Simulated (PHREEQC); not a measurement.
# Silver or lead bath

Solution (20 °C): 0.011 mol/kgw AgNO3, 6e-05 mol/kgw KNO3 and 0.0016 mol/kgw Na2SO4. Closed to the air; pH follows from the charge balance.

Computed with PHREEQC (ion-association model, wateq4f.dat).

Precipitation was switched off in this run.

**Question.** Predict the pH.

**Answer.** pH 6.92.

**Question.** In which forms is S present?

**Answer.** SO4-2 88 %, AgSO4- 11 %, NaSO4- 0.8 % of the S.
